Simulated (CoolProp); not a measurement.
Model: reference Helmholtz-energy equation of state, Thol 2019, in CoolProp.

### Question
For n-hexane, give the phase and the Z, cp (kJ/(kg K)), expansivity (1/kK), viscosity (µPa s) at 231.15 °C and 0.843 MPa; 284.35 °C and 0.843 MPa; 305.55 °C and 0.843 MPa.

### Answer
- 231.15 °C and 0.843 MPa: gas; Z 0.893, cp 2.66, expansivity 2.91, viscosity 11.2
- 284.35 °C and 0.843 MPa: gas; Z 0.927, cp 2.81, expansivity 2.33, viscosity 12.2
- 305.55 °C and 0.843 MPa: gas; Z 0.937, cp 2.87, expansivity 2.17, viscosity 12.5

Viscosity comes from a separate model (Michailidou 2013).
